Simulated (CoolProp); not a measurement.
Aqueous propylene glycol as a coolant, at -12 °C, 1 atm.

Values from CoolProp's Melinder's fits for secondary coolants.

| mass % | freezing point (°C) | conductivity (W/(m K)) | Prandtl number | density (kg/m³) | viscosity (mPa s) |
|---|---|---|---|---|---|
| 31.4 | -13.7 | 0.414 | 137 | 1037 | 15.1 |
| 36.4 | -17.4 | 0.394 | 191 | 1043 | 20.6 |
| 41.5 | -22.0 | 0.375 | 265 | 1049 | 27.8 |
| 46.5 | -27.6 | 0.357 | 359 | 1054 | 36.9 |
| 51.5 | -34.4 | 0.339 | 476 | 1058 | 47.8 |
| 56.5 | -42.9 | 0.322 | 614 | 1061 | 60.5 |
